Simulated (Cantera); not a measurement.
A freely propagating, adiabatic, planar premixed flame of CH₄ : H₂ : O₂ : N₂ : H₂O = 1 : 0.043 : 2.08 : 7.84 : 0.41 (molar parts), unburnt at 450 K and 1.58 atm; mixture-averaged transport, grid criteria slope 0.08 and curve 0.16, no radiation.

Model: GRI-Mech 3.0 (53 species, 325 reactions), integrated in Cantera. Burning velocities carry a grid error of a few per cent, more on coarse grids.

How do the results move with these cheaper or finer settings: unity-Lewis-number transport; multicomponent transport; multicomponent+Soret transport; grid criteria slope 0.5, curve 1; grid criteria slope 0.25, curve 0.5; grid criteria slope 0.03, curve 0.06?


```
setting                               laminar burning velocity  thermal thickness  peak x(C₂H₆)  peak x(OH)  grid points
------------------------------------  ------------------------  -----------------  ------------  ----------  -----------
as above                                             55.9 cm/s           0.300 mm      0.000809     0.00774          144
unity-Lewis-number transport                         44.5 cm/s           0.329 mm      0.000634     0.00827          134
multicomponent transport                             56.4 cm/s           0.304 mm      0.000832     0.00776          146
multicomponent+Soret transport                       55.5 cm/s           0.305 mm      0.000807     0.00774          146
grid criteria slope 0.5, curve 1                     59.2 cm/s           0.322 mm      0.000821     0.00777           40
grid criteria slope 0.25, curve 0.5                  57.8 cm/s           0.308 mm      0.000817     0.00780           58
grid criteria slope 0.03, curve 0.06                 55.1 cm/s           0.298 mm      0.000815     0.00770          339
```
The base run took about 10 core-seconds (a rough figure).
Unity Lewis numbers drop preferential diffusion, which matters most where H2 and H carry the flame; Soret adds thermal diffusion.
